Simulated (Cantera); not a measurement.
An isothermal, constant-pressure homogeneous reactor starts with H₂ : O₂ : N₂ = 0.21 : 1 : 0.19 (molar parts), at 975 K and 1330 Pa. Integrator tolerance rtol = 1e-08.

Computed with Cantera and the H2/O2 subset of GRI-Mech 3.0, which has no nitrogen chemistry. Radical loss at walls, strong at low pressure, is not modelled. The temperature is held fixed by assumption; the heat of reaction is taken as removed at once.

Problem. What does this change do: temperature 975 to 1425 K?

Solution. 
```tsv
quantity	before	after
x(H₂) at 1.00 s	4.71e-7 (gas-phase equilibrium 6.92e-11)	1.33e-5 (gas-phase equilibrium 1.12e-6)
x(O₂) at 1.00 s	0.691 (gas-phase equilibrium 0.691)	0.691 (gas-phase equilibrium 0.691)
x(HO₂) at 1.00 s	7.68e-8 (gas-phase equilibrium 6.53e-10)	1.32e-7 (gas-phase equilibrium 1.17e-7)
x(H) at 1.00 s	2.49e-8 (gas-phase equilibrium <1e-12)	2.58e-6 (gas-phase equilibrium 6.29e-8)
x(OH) at 1.00 s	2.41e-5 (gas-phase equilibrium 3.53e-7)	0.000686 (gas-phase equilibrium 0.000199)
x(H₂O) at 1.00 s	0.162 (gas-phase equilibrium 0.162)	0.162 (gas-phase equilibrium 0.162)
```

Problem. What does this change do: temperature 975 to 1448 K?

Solution. 
| quantity | before | after |
|---|---|---|
| x(H₂) at 1.00 s | 4.71e-7 (gas-phase equilibrium 6.92e-11) | 1.54e-5 (gas-phase equilibrium 1.56e-6) |
| x(O₂) at 1.00 s | 0.691 (gas-phase equilibrium 0.691) | 0.691 (gas-phase equilibrium 0.691) |
| x(HO₂) at 1.00 s | 7.68e-8 (gas-phase equilibrium 6.53e-10) | 1.42e-7 (gas-phase equilibrium 1.40e-7) |
| x(H) at 1.00 s | 2.49e-8 (gas-phase equilibrium <1e-12) | 3.09e-6 (gas-phase equilibrium 1.01e-7) |
| x(OH) at 1.00 s | 2.41e-5 (gas-phase equilibrium 3.53e-7) | 0.000776 (gas-phase equilibrium 0.000248) |
| x(H₂O) at 1.00 s | 0.162 (gas-phase equilibrium 0.162) | 0.162 (gas-phase equilibrium 0.162) |
